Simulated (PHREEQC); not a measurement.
0.078 g of hydrous ferric oxide (600 m²/g; 0.2 weak and 0.005 strong sites per Fe, Dzombak-Morel constants, diffuse double layer) in 1 kg of water with 0.1 mol/kgw of an inert sodium salt and 1.4e-05 mol/kgw SrCl2 and 9.8e-05 mol/kgw CaCl2, at 25 °C; the pH is set by adding NaOH or the inert anion's acid. O2 is buffered at 0.21 atm. CO2 from the air is kept out. Precipitation was switched off in this run.

The numbers come from PHREEQC with the ion-association model, wateq4f.dat.

```
pH     Sr sorbed (%)  Ca sorbed (%)  surface charge σ (C/m²)
-----  -------------  -------------  -----------------------
3                0.0            0.0                    0.363
3.67             0.0            0.0                    0.342
4.33             0.0            0.0                    0.291
5                0.0            0.0                    0.215
5.67             0.0            0.0                    0.142
6.33             0.0            0.0                    0.086
7.67             1.5            1.5                    0.017
8.33             3.9            5.0                   -0.004
9                7.9           19.2                   -0.022
9.67            18.0           45.9                   -0.033
10.33           29.8           63.9                   -0.039
11              37.7           71.0                   -0.043
```

The oxide is taken as insoluble; below pH 4 it would dissolve.
